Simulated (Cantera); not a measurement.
A closed system holds: 1 mol CO2, 0.014 mol SO2, 19 mol H2, 0.028 mol O2, at 2873 K and 40.0 bar.

Equilibrium computed with Cantera from the NASA thermochemical tables; the gas is ideal and each condensed phase is pure. Candidate condensed phases: C, C6H6, C7H8, C8H18, H2O, H2SO4, S; 123 gas species. The ideal-gas law is rough above about 30 bar. Kinetics and transport are ignored.

Base state: H2 0.881, H2O 0.0531, CO 0.0492, H 0.0156, H2S 0.000474, CO2 0.000415, OH 0.000282, SH 0.000193 (mole fractions); condensed: gas only.

Question: What changes in the equilibrium state with this change: temperature from 2873 K to 973 K?

Answer: 
```csv
species,before,after
H2,0.881,0.828
H2O,0.0531,0.116
CH4,9.98e-7,0.0554
H,0.0156,<1e-9
CO,0.0492,8.83e-5
OH,0.000282,<1e-9
SH,0.000193,<1e-9
S,2.04e-5,<1e-9
```
